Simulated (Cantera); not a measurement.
Thermodynamics of boron, boron nitride and boron oxide, feed BF3 + NH3 + H2

A closed system holds: 1 mol BF3, 14 mol NH3, 12 mol H2, at 825 K and 0.400 bar.

Method: chemical equilibrium by Gibbs-energy minimisation in Cantera with the NASA 1993 tables (ideal gas, pure condensed phases). Candidate condensed phases: B, BN; 31 gas species. Equilibrium is a limit: real reactors are often held back by kinetics, nucleation or transport.

| Item | Result |
|---|---|
| x(H2) | 0.802 |
| x(N2) | 0.170 |
| x(BF3) | 0.0228 |
| x(HF) | 0.00468 |
| x(NH3) | 0.000277 |
| n(BN(s)) | 0.0639 mol |
| gas amount | 40.99 mol |
| log10 activity of B(s) (absent) | -10.70 |
